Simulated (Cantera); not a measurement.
**Ignition delay**

Mixture: CH4 : O2 : N2 = 0.49 : 1.05 : 3.96 (molar parts), equivalence ratio 0.93, at 9.87 atm, adiabatic and at constant pressure. Ignition delay is the time to a rise of 400 K.

Model: GRI-Mech 3.0 (53 species, 325 reactions), integrated in Cantera.

| T0 (K) | delay (ms) |
|---|---|
| 1100 | 17.1 |
| 1175 | 6.29 |
| 1250 | 2.52 |
| 1325 | 1.08 |
| 1400 | 0.488 |
| 1475 | 0.232 |
| 1550 | 0.115 |
| 1625 | 0.0600 |
| 1700 | 0.0328 |

```yaml
apparent activation energy between 1550 and 1700 K: 180 kJ/mol
```
